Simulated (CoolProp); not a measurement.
Vapour-liquid equilibrium of diethyl ether (1) + ethanol (2) at 337.2 K; x and y are mole fractions of (1).

The numbers come from the multi-fluid Helmholtz-energy mixture model, Thol 2014 and Schroeder 2014; pair parameters Bell 2016 in CoolProp.

```json
[
 {"x": "0.05", "bubble pressure, mixture model (MPa)": "(withheld)", "bubble pressure, Raoult's law (MPa)": "0.06611", "y, mixture model": "0.328", "y, Raoult's law": "0.197"},
 {"x": "0.2", "bubble pressure, mixture model (MPa)": "0.1368", "bubble pressure, Raoult's law (MPa)": "0.09683", "y, mixture model": "0.654", "y, Raoult's law": "0.538"},
 {"x": "0.35", "bubble pressure, mixture model (MPa)": "(withheld)", "bubble pressure, Raoult's law (MPa)": "0.1276", "y, mixture model": "(withheld)", "y, Raoult's law": "0.715"},
 {"x": "0.5", "bubble pressure, mixture model (MPa)": "0.1996", "bubble pressure, Raoult's law (MPa)": "0.1583", "y, mixture model": "0.817", "y, Raoult's law": "0.823"},
 {"x": "0.65", "bubble pressure, mixture model (MPa)": "0.2189", "bubble pressure, Raoult's law (MPa)": "0.1890", "y, mixture model": "0.861", "y, Raoult's law": "0.897"},
 {"x": "0.8", "bubble pressure, mixture model (MPa)": "0.2367", "bubble pressure, Raoult's law (MPa)": "0.2197", "y, mixture model": "0.908", "y, Raoult's law": "0.949"},
 {"x": "0.95", "bubble pressure, mixture model (MPa)": "(withheld)", "bubble pressure, Raoult's law (MPa)": "0.2504", "y, mixture model": "(withheld)", "y, Raoult's law": "0.989"}
]
```

**Question.** Complete the blanks.

**Answer.** 
- 0.05, bubble pressure, mixture model (MPa): 0.07983
- 0.35, bubble pressure, mixture model (MPa): 0.1744
- 0.35, y, mixture model: 0.760
- 0.95, bubble pressure, mixture model (MPa): 0.2548
- 0.95, y, mixture model: 0.972

The largest gap from Raoult's law is +41.3 % in bubble pressure, at x = 0.2. No azeotrope shows between x = 0.05 and 0.95.

Pair parameters are fitted to limited data, so mixtures are less certain than the pure fluids.
